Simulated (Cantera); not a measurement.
Source: NASA polynomial tables (part measured, part estimated), evaluated in Cantera. Values are per mole of reaction as written; species without (g) are pure solids or liquids, kept so even where they would boil at 1 bar.

CCl₄(g) ⇌ C + 4 Cl(g), with ΔH° = 581.0 kJ and ΔS° = 356.5 J/K at 300 K.

How far is the shortcut ΔG° ≈ ΔH°(300 K) − T·ΔS°(300 K) from the full temperature-dependent value at 2398, 2423, 2448, 2473, 2498, 2523, 2548, 2573, 2598, 2623, 2648 K?


| T (K) | shortcut (kJ) | full (kJ) | difference (kJ) | difference in log10 K |
|---|---|---|---|---|
| 2398 | -273.8 | -296.5 | 22.7 | -0.49 |
| 2423 | -282.7 | -305.7 | 23.0 | -0.50 |
| 2448 | -291.6 | -315.0 | 23.4 | -0.50 |
| 2473 | -300.5 | -324.3 | 23.7 | -0.50 |
| 2498 | -309.4 | -333.5 | 24.1 | -0.50 |
| 2523 | -318.4 | -342.8 | 24.4 | -0.51 |
| 2548 | -327.3 | -352.1 | 24.8 | -0.51 |
| 2573 | -336.2 | -361.3 | 25.2 | -0.51 |
| 2598 | -345.1 | -370.6 | 25.5 | -0.51 |
| 2623 | -354.0 | -379.9 | 25.9 | -0.52 |
| 2648 | -362.9 | -389.1 | 26.2 | -0.52 |
The shortcut ignores the heat-capacity change of the reaction.
